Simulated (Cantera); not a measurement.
**Diamond growth**

A diamond (100) surface in a fixed gas of H2 with x(CH4) = 0.02, x(H) = 0.00063, x(CH3) = 0.00014, 2000 Pa; coverages are run to steady state.

Computed with Cantera and the Harris–Goodwin 1993 mechanism for the reconstructed diamond (100) surface.

| T (K) | growth (µm/h) | θ c6HH | θ c6H* | θ c6*H | θ c6** | θ c6HM |
|---|---|---|---|---|---|---|
| 900 | 0.667 | 0.571 | 0.00855 | 0.239 | 0.00327 | 0.143 |
| 975 | 0.801 | 0.557 | 0.0142 | 0.313 | 0.00625 | 0.0813 |
| 1050 | 0.498 | 0.543 | 0.0217 | 0.388 | 0.0105 | 0.0253 |
| 1125 | 0.232 | 0.510 | 0.0292 | 0.437 | 0.0150 | 0.00484 |
| 1200 | 0.169 | 0.477 | 0.0363 | 0.465 | 0.0189 | 0.000868 |
| 1275 | 0.153 | 0.455 | 0.0429 | 0.478 | 0.0219 | 0.000164 |
| 1350 | 0.0853 | 0.446 | 0.0488 | 0.481 | 0.0238 | 3.26e-5 |
θ: site fractions in the mechanism's names (c6HH fully hydrogenated, c6H* and c6*H radical sites, c6** diradical, c6HM methylated).
